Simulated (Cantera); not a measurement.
Feed: 1 mol CH4, 0.039 mol H2O, 10 mol H2, at 2550 °C and 26.0 bar.

Method: chemical equilibrium by Gibbs-energy minimisation in Cantera with the NASA 1993 tables (ideal gas, pure condensed phases). Rates play no part.

| species | before | after |
|---|---|---|
| H2 | 0.942 | 0.681 |
| H | 0.0169 | 0.289 |
| C2H2 (acetylene) | 0.0339 | 0.0245 |
| C3H4 (allene) | 1.03e-5 | 1.33e-8 |
| C2H4 | 0.000220 | 2.83e-7 |
| C3H4 (propyne) | 2.28e-5 | 2.93e-8 |
| CH4 | 0.00220 | 2.83e-6 |
| C3 | 1.61e-6 | 0.000653 |
| C | 3.25e-7 | 0.000132 |
| C(graphite), mol | 0.0632 | 0.173 |
Gas species are given as mole fractions.

Task: Name the change that produced these shifts.
(A) CH4 replaced by C6H6
(B) pressure from 26.0 bar to 64.0 mbar
(C) temperature from 2550 °C to 827 °C
(D) temperature from 2550 °C to 300 °C

Result: B, pressure from 26.0 bar to 64.0 mbar
